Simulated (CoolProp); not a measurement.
Vapour pressure (kPa) of p-xylene: the reference equation beside estimates from Tc = 616.2 K, pc = 3532 kPa, ω = 0.324.

Values from CoolProp's reference Helmholtz-energy equation of state, Zhou 2012.

| T (K) | reference | Lee-Kesler | van der Waals | Peng-Robinson |
|---|---|---|---|---|
| 459.2 | 312.0 | 315.2 | 967.2 | 312.5 |
| 472.7 | 409.4 | 414.8 | 1112 | 411.0 |
| 486.2 | 528.5 | 536.4 | 1270 | 531.7 |
| 499.7 | 672.1 | 682.8 | 1442 | 677.8 |
| 513.2 | 843.4 | 857.0 | 1627 | 852.4 |
| 526.7 | 1046 | 1062 | 1827 | 1059 |
| 540.2 | 1284 | 1302 | 2041 | 1302 |
| 553.7 | 1561 | 1581 | 2270 | 1584 |

Absolute difference from the reference over all 8 rows, mean and median: Lee-Kesler 1.4 and 1.4 %, van der Waals 113.6 and 103.7 %, Peng-Robinson 0.9 and 1.0 %.
